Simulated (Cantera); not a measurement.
A closed system holds: 1 mol SiH2Cl2, a varied amount of NH3, 0.11 mol H2, at 2123 K and 75.0 Torr.

These are equilibrium values from Cantera (NASA tables, ideal gas, pure condensed phases), not measurements of a reactor. Candidate condensed phases: NH4Cl, Si, Si3N4; 28 gas species. The tables' values for SiCl, SiCl3, SiN are old estimates; treat these amounts as uncertain. Gases not in the tables: Si2H6 and higher silanes. Equilibrium is a limit: real reactors are often held back by kinetics, nucleation or transport.

### Question
At 4.8 mol NH3, list the 4 most abundant gas species with their mole fractions, and the condensed phases.

### Answer
H2 0.649, N2 0.203, HCl 0.101, SiCl2 0.0328. Condensed: Si(l).
